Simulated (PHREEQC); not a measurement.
Make-up at 25 °C and 500 atm: 4.2 mmol/kgw NH3, 0.52 mmol/kgw CO2 and 85 mmol/kgw Na2CO3. Closed to the air; pH follows from the charge balance.

Computed with PHREEQC (ion-association model, phreeqc.dat).

Problem. The ionic strength comes out as 0.181 mol/kgw. What activity coefficients do NaCO3-, HCO3-, CO3-2, Na+, NH4+ get?

Solution. NaCO3- 0.76, HCO3- 0.76, CO3-2 0.33, Na+ 0.76, NH4+ 0.70.

This is a speciation only: nothing precipitates in the calculation. Complexes and solids missing from the database can't appear. Under pressure, the constants of complexes without a molar volume in the database are unreliable.
